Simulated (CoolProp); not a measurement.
Vapour-liquid equilibrium of CHF3 (R23) (1) + C2F6 (R116) (2) at 206.3 K; x and y are mole fractions of (1).

Model: multi-fluid Helmholtz-energy mixture model, Penoncello 2003 and Lemmon 2006; pair parameters Bell 2016, in CoolProp.

### Question
Give the bubble pressure and the first vapour's composition at x = 0.35, 0.55, 0.65. Is there an azeotrope?

### Answer
x = 0.35: 0.2855 MPa, y = 0.503; x = 0.55: 0.2942 MPa, y = 0.575; x = 0.65: 0.2938 MPa, y = 0.610. y crosses x between x = 0.55 and 0.65: the model has an azeotrope there.

Pair parameters are fitted to limited data, so mixtures are less certain than the pure fluids.
